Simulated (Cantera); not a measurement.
An isothermal plug-flow reactor at 1300 K and 1.38 atm (inlet), inlet velocity 0.43 m/s, active area per volume 100 1/m; feed CH4 : O2 : N2 = 0.0037 : 0.096 : 1.1 (molar parts).

Detailed kinetics in Cantera: Deutschmann's 1995 Pt surface mechanism with GRI-Mech 3.0 gas chemistry. Catalytic surfaces can have several steady states; this one follows from the mechanism file's or the stated starting coverage. Mass transfer to the wall is taken as infinitely fast.

x: gas mole fraction; θ: surface coverage.

```tsv
z (m)	x CH4	x O2	x H2O	x CO2	x CO	θ free Pt	θ O*
0.00055	0.00279	0.0795	0.000562	0.000269	5.69e-6	0.519	0.480
0.00092	0.00259	0.0791	0.000926	0.000440	5.66e-6	0.520	0.480
0.0015	0.00227	0.0786	0.00148	0.000694	6.37e-6	0.520	0.480
0.0026	0.00155	0.0773	0.00271	0.00123	2.11e-5	0.521	0.479
0.0043	0.000602	0.0754	0.00470	0.00223	1.29e-5	0.522	0.477
0.0071	0.000199	0.0744	0.00564	0.00276	3.38e-6	0.522	0.477
0.012	3.77e-5	0.0740	0.00604	0.00299	7.41e-7	0.523	0.476
0.02	[?]	0.0739	0.00614	0.00306	[?]	0.523	0.476
0.033	[?]	0.0739	0.00616	0.00307	[?]	0.523	0.476
0.055	1.60e-10	0.0739	0.00616	0.00308	5.65e-9	0.523	0.476
```

Q: Fill in the missing entries.

A: 
- 0.02, x CH4: 2.63e-6
- 0.02, x CO: 1.16e-7
- 0.033, x CH4: 3.45e-8
- 0.033, x CO: 1.96e-8
